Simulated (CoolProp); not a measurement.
Values from CoolProp's reference Helmholtz-energy equation of state, Gao 2016.

Q: For sulfur dioxide, give the phase and the cp (kJ/(kg K)), cv (kJ/(kg K)) at 373.5 K and 820 kPa; 508.2 K and 820 kPa.

A: 
- 373.5 K and 820 kPa: gas; cp 0.751, cv 0.573
- 508.2 K and 820 kPa: gas; cp 0.751, cv 0.607
